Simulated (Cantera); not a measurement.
A perfectly stirred reactor is fed with H2 : O2 : N2 = 0.043 : 1 : 0.59 (molar parts), at 0.0267 bar; it is held at 923 K, and followed from long to short residence time.

Cantera simulation using the H2/O2 subset of GRI-Mech 3.0, which has no nitrogen chemistry; the numbers are that mechanism's predictions, not measurements. Radical loss at walls, strong at low pressure, is not modelled. Below about 950 K walls govern HO2 and H2O2 in real vessels.

Q: What does this change do: temperature 923 to 1275 K?

A: 
```json
[
 {"quantity": "x(H2) at τ = 18.0 s", "before": "0.000107", "after": "1.14e-5"},
 {"quantity": "x(O2) at τ = 18.0 s", "before": "0.607", "after": "0.607"},
 {"quantity": "x(HO2) at τ = 18.0 s", "before": "1.16e-6", "after": "2.65e-7"},
 {"quantity": "x(H) at τ = 18.0 s", "before": "1.58e-6", "after": "4.17e-6"},
 {"quantity": "x(H2O2) at τ = 18.0 s", "before": "5.28e-8", "after": "1.66e-8"},
 {"quantity": "x(H2) at τ = 0.380 s", "before": "0.000905", "after": "0.000119"},
 {"quantity": "x(O2) at τ = 0.380 s", "before": "0.607", "after": "0.605"},
 {"quantity": "x(HO2) at τ = 0.380 s", "before": "4.98e-6", "after": "1.30e-6"},
 {"quantity": "x(H) at τ = 0.380 s", "before": "7.16e-5", "after": "0.000177"},
 {"quantity": "x(H2O2) at τ = 0.380 s", "before": "1.57e-7", "after": "5.34e-8"}
]
```
